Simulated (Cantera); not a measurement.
# Thermodynamics of silicon epitaxy and polysilicon growth, feed SiHCl3 + N2

Charge: 1 mol SiHCl3, 13 mol N2, held at 0.0100 bar.

Method: chemical equilibrium by Gibbs-energy minimisation in Cantera with the NASA 1993 tables (ideal gas, pure condensed phases). Candidate condensed phases: NH4Cl, Si, Si3N4; 28 gas species. N2 is the only nitrogen source here; it is nearly inert below about 1500 K, so the nitride shown seldom forms there in practice. The tables' values for SiCl3 are old estimates; treat these amounts as uncertain. Rates play no part.

| T (K) | x N2 | x HCl | x SiCl2 | x SiCl4 | x SiCl3 | x H2 | n Si3N4(s) |
|---|---|---|---|---|---|---|---|
| 1075 | 0.896 | 0.0616 | 1.97e-5 | 0.0374 | 0.000216 | 0.00451 | 0.156 |
| 1125 | 0.896 | 0.0621 | 7.94e-5 | 0.0370 | 0.000489 | 0.00425 | 0.156 |
| 1175 | 0.896 | 0.0625 | 0.000282 | 0.0364 | 0.00102 | 0.00403 | 0.155 |
| 1225 | 0.895 | 0.0627 | 0.000892 | 0.0352 | 0.00199 | 0.00386 | 0.153 |
| 1275 | 0.894 | 0.0628 | 0.00253 | 0.0331 | 0.00359 | 0.00376 | 0.147 |
| 1325 | 0.892 | 0.0625 | 0.00642 | 0.0292 | 0.00588 | 0.00375 | 0.135 |
| 1375 | 0.888 | 0.0617 | 0.0143 | 0.0232 | 0.00849 | 0.00390 | 0.113 |
| 1425 | 0.883 | 0.0600 | 0.0272 | 0.0152 | 0.0103 | 0.00434 | 0.0777 |
| 1475 | 0.877 | 0.0572 | 0.0428 | 0.00772 | 0.00986 | 0.00530 | 0.0363 |
| 1525 | 0.873 | 0.0532 | 0.0564 | 0.00308 | 0.00764 | 0.00695 | 0 |
| 1575 | 0.871 | 0.0558 | 0.0581 | 0.00209 | 0.00681 | 0.00560 | 0 |
| 1625 | 0.870 | 0.0576 | 0.0595 | 0.00141 | 0.00600 | 0.00461 | 0 |
x: gas mole fraction; n: condensed amount in mol.

From 1075 K to 1475 K the condensed part is Si3N4(s). From 1525 K to 1625 K nothing is condensed. The main Si-bearing gas is SiCl4 at 1075 K and SiCl2 at 1625 K.
